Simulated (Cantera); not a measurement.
A perfectly stirred reactor is fed with H2 : O2 : N2 = 1 : 0.909 : 5.45 (molar parts), equivalence ratio 0.55, at 1.00 atm; it is adiabatic with a 375 K inlet, and is followed from long to short residence time, starting on the burning branch (τ in s: 0.023, 0.011, 0.0055, 0.0027, 0.0013, 0.00063, 0.00031, 0.00015, 7.2e-05, 3.5e-05, 1.7e-05, 8.3e-06, 4e-06).

Cantera simulation using the H2/O2 subset of GRI-Mech 3.0, which has no nitrogen chemistry; the numbers are that mechanism's predictions, not measurements.

Task: What does this change do: N2 5.45 to 7.6 parts?

Result: 
```json
[
 {"quantity": "blow-out, bracketed by the residence times tried", "before": "burning at 0.150 ms, out at 72.0 µs", "after": "burning at 1.30 ms, out at 0.630 ms"},
 {"quantity": "x(H2) at τ = 23.0 ms", "before": "0.000511", "after": "0.00106"},
 {"quantity": "x(O2) at τ = 23.0 ms", "before": "0.0596", "after": "0.0458"},
 {"quantity": "x(O) at τ = 23.0 ms", "before": "0.000207", "after": "0.000104"},
 {"quantity": "x(H2O) at τ = 23.0 ms", "before": "0.145", "after": "0.110"},
 {"quantity": "x(H2O2) at τ = 23.0 ms", "before": "6.47e-7", "after": "1.67e-6"},
 {"quantity": "x(H2) at τ = 0.310 ms", "before": "0.00895", "after": "0.105"},
 {"quantity": "x(O2) at τ = 0.310 ms", "before": "0.0627", "after": "0.0956"},
 {"quantity": "x(O) at τ = 0.310 ms", "before": "0.00234", "after": "<1e-12"},
 {"quantity": "x(H2O) at τ = 0.310 ms", "before": "0.133", "after": "<1e-12"},
 {"quantity": "x(H2O2) at τ = 0.310 ms", "before": "4.26e-6", "after": "<1e-12"}
]
```

Task: What does this change do: O2 0.909 to 0.59 parts?

Result: 
| quantity | before | after |
|---|---|---|
| blow-out, bracketed by the residence times tried | burning at 0.150 ms, out at 72.0 µs | burning at 0.150 ms, out at 72.0 µs |
| x(H2) at τ = 23.0 ms | 0.000511 | 0.00143 |
| x(O2) at τ = 23.0 ms | 0.0596 | 0.0142 |
| x(O) at τ = 23.0 ms | 0.000207 | 0.000215 |
| x(H2O) at τ = 23.0 ms | 0.145 | 0.151 |
| x(H2O2) at τ = 23.0 ms | 6.47e-7 | 5.19e-7 |
| x(H2) at τ = 0.310 ms | 0.00895 | 0.0155 |
| x(O2) at τ = 0.310 ms | 0.0627 | 0.0220 |
| x(O) at τ = 0.310 ms | 0.00234 | 0.00182 |
| x(H2O) at τ = 0.310 ms | 0.133 | 0.130 |
| x(H2O2) at τ = 0.310 ms | 4.26e-6 | 2.82e-6 |
